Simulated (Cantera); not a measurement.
Thermodynamics of silicon carbide growth, feed SiHCl3 + HCl + H2 + C2H2

Charge: 1 mol SiHCl3, 0.026 mol HCl, 7 mol H2, 0.41 mol C2H2, equilibrated at 7.30 mbar.

Method: chemical equilibrium by Gibbs-energy minimisation in Cantera with the NASA 1993 tables (ideal gas, pure condensed phases). Candidate condensed phases: C, C6H6, C7H8, C8H18, Si, SiC; 109 gas species. The tables' values for SiCl, SiCl3 are old estimates; treat these amounts as uncertain. Gases not in the tables: Si2H6 and higher silanes. Equilibrium is a limit: real reactors are often held back by kinetics, nucleation or transport.

| T (K) | log p H2 | log p H | log p HCl | log p Cl | log p Si | log p SiCl2 | log p SiC2 | n SiC(s) | n C(graphite) |
|---|---|---|---|---|---|---|---|---|---|
| 1998 | -2.30 | -3.95 | -2.70 | -4.47 | -5.52 | -3.87 | -7.13 | 0.814 | 0 |
| 2073 | -2.31 | -3.73 | -2.71 | -4.26 | -5.11 | -3.87 | -6.43 | 0.805 | 0 |
| 2148 | -2.31 | -3.54 | -2.72 | -4.08 | -4.70 | -3.86 | -5.80 | 0.771 | 0.0186 |
| 2223 | -2.33 | -3.36 | -2.75 | -3.92 | -4.28 | -3.83 | -5.26 | 0.686 | 0.0772 |
| 2298 | -2.35 | -3.19 | -2.78 | -3.77 | -3.88 | -3.82 | -4.75 | 0.502 | 0.198 |
| 2373 | -2.39 | -3.05 | -2.84 | -3.64 | -3.52 | -3.83 | -4.27 | 0.0695 | 0.467 |
| 2448 | -2.43 | -2.92 | -2.86 | -3.49 | -3.44 | -4.04 | -4.09 | 0 | 0.421 |
| 2523 | -2.48 | -2.79 | -2.89 | -3.36 | -3.42 | -4.32 | -3.97 | 0 | 0.305 |
| 2598 | -2.53 | -2.69 | -2.95 | -3.26 | -3.42 | -4.64 | -3.89 | 0 | 0.170 |
log p: log10 of the partial pressure in bar; n: condensed amount in mol.

From 1998 K to 2073 K the condensed part is SiC(s). From 2148 K to 2373 K the condensed part is C(graphite) + SiC(s). From 2448 K to 2598 K the condensed part is C(graphite). The main Si-bearing gas is SiCl2 at 1998 K and Si at 2598 K.
